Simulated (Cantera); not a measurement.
A diamond (100) surface in a fixed gas of H2 with x(CH4) = 0.009, x(H) = 0.00086, x(CH3) = 1.8e-05, at 973 K; coverages are run to steady state.

Detailed kinetics in Cantera: the Harris–Goodwin 1993 mechanism for the reconstructed diamond (100) surface.

θ: site fractions in the mechanism's names (c6HH fully hydrogenated, c6H* and c6*H radical sites, c6** diradical, c6HM methylated).

| P (Pa) | growth (µm/h) | θ c6HH | θ c6H* | θ c6*H | θ c6** | θ c6HM |
|---|---|---|---|---|---|---|
| 860 | ___ | 0.619 | 0.0157 | 0.348 | 0.00737 | 0.00748 |
| 1300 | ___ | 0.618 | 0.0157 | 0.348 | 0.00736 | 0.00862 |
| 1900 | ___ | 0.617 | 0.0157 | 0.347 | 0.00735 | 0.00951 |
| 2900 | ___ | 0.616 | 0.0157 | 0.347 | 0.00734 | 0.0103 |
| 4300 | ___ | 0.616 | 0.0157 | 0.347 | 0.00733 | 0.0109 |
| 6400 | ___ | 0.615 | 0.0157 | 0.346 | 0.00733 | 0.0113 |
| 9600 | ___ | 0.615 | 0.0157 | 0.346 | 0.00733 | 0.0116 |
| 14000 | ___ | 0.615 | 0.0157 | 0.346 | 0.00733 | 0.0118 |

Q: Fill in the missing entries.

A: 
- 860, growth (µm/h): 0.0427
- 1300, growth (µm/h): 0.0741
- 1900, growth (µm/h): 0.119
- 2900, growth (µm/h): 0.197
- 4300, growth (µm/h): 0.307
- 6400, growth (µm/h): 0.475
- 9600, growth (µm/h): 0.731
- 14000, growth (µm/h): 1.08
